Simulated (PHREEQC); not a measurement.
0.3 g of hydrous ferric oxide (600 m²/g; 0.2 weak and 0.005 strong sites per Fe, Dzombak-Morel constants, diffuse double layer) in 1 kg of water with 0.001 mol/kgw of an inert sodium salt and 0.58 mmol/kgw SrCl2, at 25 °C; the pH is set by adding NaOH or the inert anion's acid. Oxygen is held at 0.21 atm. No CO2 enters from the air. Nothing may precipitate in this run.

Equilibrium calculation in PHREEQC: ion-association model, wateq4f.dat.

**Question.** Predict Sr sorbed (%), surface charge σ (C/m²), surface potential ψ (mV) at pH = 5.33, 6.67, 9.33.

**Answer.** 
```tsv
pH	Sr sorbed (%)	surface charge σ (C/m²)	surface potential ψ (mV)
5.33	0.0	0.055	148
6.67	0.2	0.014	81
9.33	31.8	-0.004	-31
```

Species that the database lacks are ignored.
